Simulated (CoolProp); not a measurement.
n-hexane along the isotherm 600 K: Z from the reference equation and from simpler models built on Tc = 507.8 K, pc = 3.044 MPa, ω = 0.300; each cubic takes its own stable root.

The numbers come from the reference Helmholtz-energy equation of state, Thol 2019 in CoolProp.

```
p (MPa)          phase  reference  Redlich-Kwong  Soave-Redlich-Kwong
-------  -------------  ---------  -------------  -------------------
2.03               gas     0.8643         0.8524               0.8724
4.06     supercritical     0.7182         0.6873               0.7414
6.09     supercritical     0.5884         0.5565               0.6405
8.12     supercritical     0.5423         0.5451                  [?]
10.1     supercritical     0.5640            [?]               0.6420
12.2     supercritical        [?]         0.6401               0.6898
14.2     supercritical     0.6667         0.6978               0.7428
16.2     supercritical     0.7242         0.7571               0.7988
18.3     supercritical        [?]         0.8198               0.8591
20.3     supercritical     0.8452         0.8795               0.9171
22.3     supercritical     0.9045         0.9390                  [?]
24.4     supercritical     0.9666          1.001                1.036
26.4     supercritical        [?]          1.060                1.094
28.4     supercritical      1.084          1.118                1.151
30.4     supercritical      1.142          1.176                  [?]
```

Question: Fill in the missing entries.

Answer: 
- 8.12, Soave-Redlich-Kwong: 0.6162
- 10.1, Redlich-Kwong: 0.5842
- 12.2, reference: 0.6123
- 18.3, reference: 0.7859
- 22.3, Soave-Redlich-Kwong: 0.9751
- 26.4, reference: 1.025
- 30.4, Soave-Redlich-Kwong: 1.208
